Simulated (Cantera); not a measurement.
Cantera run, input and output.

```python
import numpy as np
import cantera as ct

gas = ct.Solution("gri30.yaml")
gas.TPX = 1500, 100000, {'CO': 0.0018, 'O2': 0.041, 'H2O': 0.0012, 'N2': 0.12}
reactor = ct.IdealGasConstPressureReactor(gas, energy="off", clone=False)
net = ct.ReactorNet([reactor])
net.rtol, net.atol = 1e-08, 1e-18
show = ['CO', 'O2', 'H2O', 'HO2', 'NO']
times = np.geomspace(2e-06, 60, 10)

steps = ct.SolutionArray(gas, extra=["t"])
rows = []
print(f"{'t/s':>10s}{'T/K':>9s}{'P/Pa':>11s}" + "".join(f"{s:>11s}" for s in show))
for t in times:
    while net.time < t:
        t_next = net.step()
        steps.append(gas.state, t=t_next)
    rows.append([np.interp(t, steps.t, y) for y in (steps.T, steps.P, *steps(*show).X.T)])
    print(f"{t:10.3e}{rows[-1][0]:9.1f}{rows[-1][1]:11.4g}" + "".join(f"{x:11.3e}" for x in rows[-1][2:]))
rate = np.gradient(steps.T, steps.t)
print("integrator steps:", len(steps.t))
if steps.T.max() > steps.T[0] + 200:
    print(f"time of steepest temperature rise: {steps.t[rate.argmax()]:.4e} s")
gas.TPX = 1500, 100000, {'CO': 0.0018, 'O2': 0.041, 'H2O': 0.0012, 'N2': 0.12}
gas.equilibrate("TP")
print(f"equilibrium (TP): T = {gas.T:.1f} K  " + "  ".join(f"{s} {gas[s].X[0]:.3e}" for s in show))
```

Output:

```
       t/s      T/K       P/Pa         CO         O2        H2O        HO2         NO
 2.000e-06   1500.0      1e+05  1.098e-02  2.500e-01  7.317e-03  6.777e-10  1.316e-16
 1.355e-05   1500.0      1e+05  1.098e-02  2.500e-01  7.317e-03  4.458e-09  6.751e-15
 9.175e-05   1500.0      1e+05  1.097e-02  2.500e-01  7.317e-03  3.333e-08  3.560e-13
 6.214e-04   1500.0      1e+05  9.443e-03  2.487e-01  7.089e-03  5.622e-06  4.262e-09
 4.209e-03   1500.0      1e+05  1.858e-04  2.458e-01  7.257e-03  1.344e-06  7.948e-07
 2.851e-02   1500.0      1e+05  2.031e-06  2.458e-01  7.340e-03  8.064e-08  9.639e-07
 1.931e-01   1500.0      1e+05  1.099e-07  2.459e-01  7.346e-03  5.920e-08  9.911e-07
 1.308e+00   1500.0      1e+05  1.096e-07  2.459e-01  7.346e-03  5.919e-08  1.054e-06
 8.858e+00   1500.0      1e+05  1.096e-07  2.459e-01  7.346e-03  5.919e-08  1.477e-06
 6.000e+01   1500.0      1e+05  1.096e-07  2.459e-01  7.346e-03  5.919e-08  4.347e-06
integrator steps: 1300
equilibrium (TP): T = 1500.0 K  CO 1.098e-07  O2 2.452e-01  H2O 7.346e-03  HO2 5.908e-08  NO 1.283e-03
```

Computed with Cantera and GRI-Mech 3.0 (53 species, 325 reactions).
